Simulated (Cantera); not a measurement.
Input: 1 mol CF₄, 2.4 mol H₂, held at 1352 °C and 0.975 Torr.

Cantera equilibrium calculation (NASA polynomials, part measured and part estimated; ideal gas, pure solids and liquids). Candidate condensed phases: C, C₆H₆, C₇H₈, C₈H₁₈; 95 gas species. Rates play no part.

Base state: HF 0.909, H₂ 0.0906, H 0.000589 (mole fractions); condensed: C(graphite).

### Question
What changes in the equilibrium state with this change: H₂ from 2.4 to 0.093 mol?

### Answer
| species | before | after |
|---|---|---|
| CF₄ | <1e-9 | 0.829 |
| HF | 0.909 | 0.162 |
| CF₂ | <1e-9 | 0.00603 |
| H₂ | 0.0906 | <1e-9 |
| CF₃ | <1e-9 | 0.000580 |
| H | 0.000589 | 2.03e-8 |
| F | 3.73e-7 | 0.00194 |
| C(graphite), mol | 1.000 | 0.0434 |
Gases not in the tables: C₂F₆ and larger saturated fluorocarbons.

### Question
What changes in the equilibrium state with this change: CF₄ replaced by CH₃Cl?

### Answer
```tsv
species	before	after
H₂	0.0906	0.771
HCl	0	0.227
H	0.000589	0.00172
HF	0.909	0
Cl	0	0.000398
C₂H₂ (acetylene)	3.22e-6	2.74e-5
C(graphite), mol	1.000	1.000
```
